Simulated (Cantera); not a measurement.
## Ammonia decomposition in nitride growth gas

An isothermal, constant-pressure homogeneous reactor starts with NH3 : N2 = 1 : 23 (molar parts), at 1723 K and 20.0 Torr.

Detailed kinetics in Cantera: the gas-phase N/H chemistry of the illustrative SiF4/NH3 mechanism in the Surface Chemkin manual (1991). Walls and surfaces, which speed up NH3 decomposition in real reactors, are not modelled.

| t (s) | x NH3 | x H2 | x N2 | x H | x N2H4 | x N2H2 | x NH |
|---|---|---|---|---|---|---|---|
| 4.00e-5 | 0.0417 | 3.23e-9 | 0.958 | 1.08e-8 | <1e-12 | <1e-12 | <1e-12 |
| 0.000187 | 0.0417 | 4.19e-8 | 0.958 | 2.35e-8 | <1e-12 | <1e-12 | <1e-12 |
| 0.000875 | 0.0417 | 2.81e-7 | 0.958 | 2.55e-8 | <1e-12 | 3.06e-12 | 3.19e-11 |
| 0.00409 | 0.0417 | 1.41e-6 | 0.958 | 2.56e-8 | 1.36e-12 | 9.27e-11 | 1.05e-9 |
| 0.0191 | 0.0417 | 7.05e-6 | 0.958 | 2.97e-8 | 3.02e-11 | 2.55e-9 | 3.31e-8 |
| 0.0894 | 0.0416 | 7.96e-5 | 0.958 | 1.63e-7 | 6.40e-10 | 6.64e-8 | 3.35e-7 |
| 0.418 | 0.0399 | 0.00245 | 0.958 | 3.15e-6 | 2.14e-9 | 3.37e-7 | 1.56e-6 |
| 1.96 | 0.0333 | 0.0120 | 0.955 | 9.42e-6 | 7.30e-10 | 1.70e-7 | 1.69e-6 |
| 9.15 | 0.0187 | 0.0330 | 0.948 | 2.42e-5 | 2.11e-10 | 6.14e-8 | 1.25e-6 |
| 42.8 | 0.00321 | 0.0553 | 0.941 | 5.90e-5 | 1.32e-11 | 5.53e-9 | 5.10e-7 |
| 200 | 2.40e-5 | 0.0598 | 0.940 | 0.000219 | <1e-12 | 1.02e-11 | 4.64e-8 |
x: mole fraction; the columns are a selection and need not sum to one.

Equilibrium at this temperature and pressure: NH3 1.29e-8, H2 0.0599, N2 0.940, H 0.000275, N2H4 <1e-12, N2H2 <1e-12, NH 3.94e-11 (gas phase only).
